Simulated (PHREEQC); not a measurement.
Dissolve 0.0015 mol/kgw AgNO3, 4.7e-05 mol/kgw KNO3 and 0.3 mol/kgw Na2SO4 at 80 °C. Closed to the air; pH follows from the charge balance.

Model: ion-association model, wateq4f.dat, run in PHREEQC.

| quantity | before | after |
|---|---|---|
| pH | 6.85 | 6.96 |
| ionic strength (mol/kgw) | 0.693 | 0.696 |
| K+ (mol/kgw) | 3.29e-5 | 3.46e-5 |

Question: What was changed between the two runs?
(A) diluted 10-fold with water
(B) AgNO3 from 0.0015 to 0.00075 mol/kgw
(C) diluted 5-fold with water
(D) temperature from 80 to 60 °C
(E) Na2SO4 from 0.3 to 0.33 mol/kgw

Answer: D, temperature from 80 to 60 °C

Precipitation was switched off in this run. Constants without temperature data keep their 25 °C values here.
